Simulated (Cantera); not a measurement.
Input (Python, Cantera) and output of one run.

```python
import numpy as np
import cantera as ct

gas_names = """
    F FO FO2 F2 F2O H HF HOF HO2 H2 H2F2 H2O H2O2 H3F3 H4F4 H5F5 H6F6 H7F7 Mg MgF MgF2 MgH MgO MgOH
    MgO2H2 Mg2 Mg2F4 O OH O2 O3
""".split()
cond_names = """
    H2O(s) H2O(L) Mg(cr) Mg(L) MgF2(s) MgF2(L) MgO(s) MgO(L) MgO2H2(s)
""".split()


# ... load() reads the species with a 1 bar reference pressure and builds the phases ...
atoms = {
    'MgO': {'Mg': 1, 'O': 1},
    'HF': {'H': 1, 'F': 1},
}
top_T = {}  # K; cautious upper limits of use, not melting points


# ... equilibrate(T, P, feed) seeds the gas with the atoms and calls Mixture.equilibrate('TP', solver="vcs", rtol=1e-11, max_steps=5000) ...
results = []
feed = {'MgO': 1, 'HF': 33}  # mol
for P in [1, 4.2, 18, 75, 320, 1300, 5600, 24000, 100000]:
    for T in [673, 748, 823, 898, 973, 1048, 1123, 1198, 1273, 1348]:
        mix = equilibrate(T, P, feed)
        results.append((T, P, feed, dict(zip(mix.species_names, mix.species_moles))))

for T, P, feed, n in results:
    print(f"{T:7g} {P:10.4g}  " + (" + ".join(c for c in cond_names if n.get(c, 0) > 1e-12) or "gas only"))
```

Output:

```
    673          1  MgF2(s)
    748          1  MgF2(s)
    823          1  MgF2(s)
    898          1  MgF2(s)
    973          1  MgF2(s)
   1048          1  MgF2(s)
   1123          1  MgF2(s)
   1198          1  MgF2(s) + MgO(s)
   1273          1  MgO(s)
   1348          1  MgO(s)
    673        4.2  MgF2(s)
    748        4.2  MgF2(s)
    823        4.2  MgF2(s)
    898        4.2  MgF2(s)
    973        4.2  MgF2(s)
   1048        4.2  MgF2(s)
   1123        4.2  MgF2(s)
   1198        4.2  MgF2(s)
   1273        4.2  MgF2(s) + MgO(s)
   1348        4.2  MgO(s)
    673         18  MgF2(s)
    748         18  MgF2(s)
    823         18  MgF2(s)
    898         18  MgF2(s)
    973         18  MgF2(s)
   1048         18  MgF2(s)
   1123         18  MgF2(s)
   1198         18  MgF2(s)
   1273         18  MgF2(s)
   1348         18  MgF2(s) + MgO(s)
    673         75  MgF2(s)
    748         75  MgF2(s)
    823         75  MgF2(s)
    898         75  MgF2(s)
    973         75  MgF2(s)
   1048         75  MgF2(s)
   1123         75  MgF2(s)
   1198         75  MgF2(s)
   1273         75  MgF2(s)
   1348         75  MgF2(s)
    673        320  MgF2(s)
    748        320  MgF2(s)
    823        320  MgF2(s)
    898        320  MgF2(s)
    973        320  MgF2(s)
   1048        320  MgF2(s)
   1123        320  MgF2(s)
   1198        320  MgF2(s)
   1273        320  MgF2(s)
   1348        320  MgF2(s)
    673       1300  MgF2(s)
    748       1300  MgF2(s)
    823       1300  MgF2(s)
    898       1300  MgF2(s)
    973       1300  MgF2(s)
   1048       1300  MgF2(s)
   1123       1300  MgF2(s)
   1198       1300  MgF2(s)
   1273       1300  MgF2(s)
   1348       1300  MgF2(s)
    673       5600  MgF2(s)
    748       5600  MgF2(s)
    823       5600  MgF2(s)
    898       5600  MgF2(s)
    973       5600  MgF2(s)
   1048       5600  MgF2(s)
   1123       5600  MgF2(s)
   1198       5600  MgF2(s)
   1273       5600  MgF2(s)
   1348       5600  MgF2(s)
    673    2.4e+04  MgF2(s)
    748    2.4e+04  MgF2(s)
    823    2.4e+04  MgF2(s)
    898    2.4e+04  MgF2(s)
    973    2.4e+04  MgF2(s)
   1048    2.4e+04  MgF2(s)
   1123    2.4e+04  MgF2(s)
   1198    2.4e+04  MgF2(s)
   1273    2.4e+04  MgF2(s)
   1348    2.4e+04  MgF2(s)
    673      1e+05  MgF2(s)
    748      1e+05  MgF2(s)
    823      1e+05  MgF2(s)
    898      1e+05  MgF2(s)
    973      1e+05  MgF2(s)
   1048      1e+05  MgF2(s)
   1123      1e+05  MgF2(s)
   1198      1e+05  MgF2(s)
   1273      1e+05  MgF2(s)
   1348      1e+05  MgF2(s)
```

These are equilibrium values from Cantera (NASA tables, ideal gas, pure condensed phases), not measurements of a reactor. Mutual solubility and eutectic melting of coexisting phases are not modelled.
